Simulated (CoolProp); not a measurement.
Vapour-liquid equilibrium of toluene (1) + n-dodecane (2) at 0.00115 MPa; x and y are mole fractions of (1).

The numbers come from the multi-fluid Helmholtz-energy mixture model, Lemmon 2006 and Lemmon 2004; pair parameters Bell 2016 in CoolProp.

Problem. Give the bubble temperature and the first vapour's composition at x = 0.05, 0.15, 0.65. Is there an azeotrope?

Solution. x = 0.05: 336.3 K, y = 0.772; x = 0.15: 312.2 K, y = 0.960; x = 0.65: 283.2 K, y = 0.998. No azeotrope shows between x = 0.05 and 0.95.

Pair parameters are fitted to limited data, so mixtures are less certain than the pure fluids. The gap from Raoult's law changes sign with composition, which may be real or a fault of the pair parameters; it wasn't checked against measurements.
